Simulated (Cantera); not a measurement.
An adiabatic, constant-volume homogeneous reactor starts with 4.76 % CH₄, 1.33 % C₂H₆, 19.7 % O₂, 74.2 % N₂, equivalence ratio 0.72, at 1073 K and 0.500 bar.

Computed with Cantera and GRI-Mech 3.0 (53 species, 325 reactions).

Problem. Predict: time of steepest temperature rise; temperature at 1.00 s; equilibrium temperature; x(O₂) at 1.00 s; x(CO) at 1.00 s; x(N₂O) at 1.00 s; x(CO₂) at 1.00 s.

Solution. 
```
Property                                                            Result
---------------------------------  ---------------------------------------
time of steepest temperature rise                                  43.2 ms
temperature at 1.00 s                                               2589 K
equilibrium temperature                                             2589 K
x(O₂) at 1.00 s                      0.0514 (gas-phase equilibrium 0.0514)
x(CO) at 1.00 s                      0.0137 (gas-phase equilibrium 0.0137)
x(N₂O) at 1.00 s                   7.48e-7 (gas-phase equilibrium 7.48e-7)
x(CO₂) at 1.00 s                     0.0589 (gas-phase equilibrium 0.0589)
```
